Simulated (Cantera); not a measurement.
Input: 1 mol Si2Cl6, 1.9 mol HCl, 520 mol H2, held at 875 K and 0.490 bar.

These are equilibrium values from Cantera (NASA tables, ideal gas, pure condensed phases), not measurements of a reactor. Candidate condensed phases: Si; 19 gas species. The feed counts by its element totals alone. Equilibrium is a limit: real reactors are often held back by kinetics, nucleation or transport.

Base state: H2 0.994, HCl 0.00206, SiHCl3 0.00187, SiCl4 0.00177, SiH2Cl2 0.000180 (mole fractions); condensed: gas only.

Q: What changes in the equilibrium state with this change: Si2Cl6 replaced by SiH4?

A: 
| species | before | after |
|---|---|---|
| H2 | 0.994 | 0.998 |
| HCl | 0.00206 | 0.000931 |
| SiHCl3 | 0.00187 | 0.000523 |
| SiCl4 | 0.00177 | 0.000223 |
| SiH2Cl2 | 0.000180 | 0.000112 |
| Si(s), mol | 0 | 0.546 |
